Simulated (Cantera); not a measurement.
Input (Python, Cantera):

```python
import numpy as np
import cantera as ct

gas = ct.Solution("gri30.yaml")
gas.TPX = 1025, 640000, {'CH4': 1, 'H2': 0.34, 'O2': 6.2, 'N2': 42.2}
reactor = ct.IdealGasConstPressureReactor(gas, energy="on", clone=False)
net = ct.ReactorNet([reactor])
net.rtol, net.atol = 1e-08, 1e-16
show = ['CH4', 'H2', 'O2', 'CO2', 'NO2', 'H2O', 'HCN']
times = np.geomspace(1e-06, 0.3, 12)

steps = ct.SolutionArray(gas, extra=["t"])
rows = []
print(f"{'t/s':>10s}{'T/K':>9s}{'P/Pa':>11s}" + "".join(f"{s:>11s}" for s in show))
for t in times:
    while net.time < t:
        t_next = net.step()
        steps.append(gas.state, t=t_next)
    rows.append([np.interp(t, steps.t, y) for y in (steps.T, steps.P, *steps(*show).X.T)])
    print(f"{t:10.3e}{rows[-1][0]:9.1f}{rows[-1][1]:11.4g}" + "".join(f"{x:11.3e}" for x in rows[-1][2:]))
rate = np.gradient(steps.T, steps.t)
print("integrator steps:", len(steps.t))
if steps.T.max() > steps.T[0] + 200:
    print(f"time of steepest temperature rise: {steps.t[rate.argmax()]:.4e} s")
gas.TPX = 1025, 640000, {'CH4': 1, 'H2': 0.34, 'O2': 6.2, 'N2': 42.2}
gas.equilibrate("HP")
print(f"equilibrium (HP): T = {gas.T:.1f} K  " + "  ".join(f"{s} {gas[s].X[0]:.3e}" for s in show))
```

Output:

```
       t/s      T/K       P/Pa        CH4         H2         O2        CO2        NO2        H2O        HCN
 1.000e-06   1025.0    6.4e+05  2.010e-02  6.836e-03  1.246e-01  1.338e-21  3.618e-34  5.983e-13  1.165e-31
 3.147e-06   1025.0    6.4e+05  2.010e-02  6.836e-03  1.246e-01  3.091e-20  3.865e-32  4.469e-12  1.257e-30
 9.905e-06   1025.0    6.4e+05  2.010e-02  6.836e-03  1.246e-01  4.455e-19  2.269e-30  2.119e-11  1.338e-29
 3.117e-05   1025.0    6.4e+05  2.010e-02  6.836e-03  1.246e-01  6.105e-18  1.022e-28  9.149e-11  1.356e-28
 9.810e-05   1025.0    6.4e+05  2.010e-02  6.836e-03  1.246e-01  9.602e-17  5.029e-27  4.635e-10  1.306e-27
 3.087e-04   1025.0    6.4e+05  2.010e-02  6.836e-03  1.246e-01  1.489e-15  3.367e-25  2.766e-09  1.147e-26
 9.717e-04   1025.0    6.4e+05  2.010e-02  6.836e-03  1.246e-01  1.896e-14  2.616e-23  1.761e-08  8.540e-26
 3.058e-03   1025.0    6.4e+05  2.010e-02  6.835e-03  1.246e-01  5.967e-13  3.507e-21  1.892e-07  1.151e-24
 9.624e-03   1025.2    6.4e+05  2.009e-02  6.819e-03  1.246e-01  2.805e-09  1.123e-16  2.585e-05  3.128e-20
 3.029e-02   1533.7    6.4e+05  1.926e-19  1.985e-07  8.129e-02  2.017e-02  1.692e-09  4.719e-02  9.125e-14
 9.532e-02   1533.7    6.4e+05  1.569e-19  1.936e-07  8.129e-02  2.017e-02  1.833e-09  4.719e-02  8.208e-15
 3.000e-01   1533.7    6.4e+05  1.063e-19  1.936e-07  8.129e-02  2.017e-02  2.265e-09  4.719e-02  2.277e-15
integrator steps: 1916
time of steepest temperature rise: 2.1443e-02 s
equilibrium (HP): T = 1531.4 K  CH4 3.790e-30  H2 1.885e-07  O2 8.082e-02  CO2 2.017e-02  NO2 7.029e-06  H2O 4.719e-02  HCN 5.579e-21
```

Detailed kinetics in Cantera: GRI-Mech 3.0 (53 species, 325 reactions).
